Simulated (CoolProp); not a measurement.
The fluid at 385.03 K and 0.149 MPa is throttled through a valve to 0.076 MPa with no heat exchange. The same conditions are run with several fluids, on thermodynamics alone (safety and materials aside).

The numbers come from the reference Helmholtz-energy equation of state of each fluid (R134a: Tillner-Roth 1994; trans-2-butene: Lemmon 2005; normal hydrogen: Leachman 2009; R1132(E): Akasaka 2024; isobutane: Bücker 2006) in CoolProp.

```
fluid            temperature change (K)  final density (kg/m³)
---------------  ----------------------  ---------------------
R134a                              -0.7                   2.44
trans-2-butene                     -0.9                   1.35
normal hydrogen                    +0.0                 0.0478
R1132(E)                           -0.6                   1.53
isobutane                          -0.7                   1.39
```
